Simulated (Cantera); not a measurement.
Catalytic combustion on Pt

An isothermal plug-flow reactor at 800 K and 0.484 atm (inlet), inlet velocity 2.1 m/s, active area per volume 2800 1/m; feed CH4 : O2 : N2 : H2O = 0.0023 : 0.1 : 0.79 : 0.058 (molar parts).

Computed with Cantera and Deutschmann's 1995 Pt surface mechanism with GRI-Mech 3.0 gas chemistry. Catalytic surfaces can have several steady states; this one follows from the mechanism file's or the stated starting coverage. Mass transfer to the wall is taken as infinitely fast.

```
z (m)      x CH4   x O2   x H2O     x CO2     x CO  θ free Pt   θ O*    θ OH*
-------  -------  -----  ------  --------  -------  ---------  -----  -------
0.00027  0.00242  0.105  0.0610   1.93e-6  8.18e-8     0.0473  0.949  0.00391
0.00047  0.00242  0.105  0.0610   3.38e-6  1.30e-7     0.0473  0.949  0.00391
0.00084  0.00241  0.105  0.0610   6.07e-6  1.98e-7     0.0473  0.949  0.00391
0.0015   0.00241  0.105  0.0611   1.09e-5  2.74e-7     0.0473  0.949  0.00391
0.0027   0.00240  0.105  0.0611   1.98e-5  3.31e-7     0.0473  0.949  0.00391
0.0047   0.00239  0.105  0.0611   3.45e-5  3.52e-7     0.0473  0.949  0.00391
0.0084   0.00236  0.105  0.0612   6.16e-5  3.52e-7     0.0473  0.949  0.00392
0.015    0.00231  0.105  0.0613  0.000109  3.45e-7     0.0474  0.949  0.00392
0.027    0.00223  0.105  0.0614  0.000193  3.33e-7     0.0474  0.949  0.00393
```
x: gas mole fraction; θ: surface coverage.
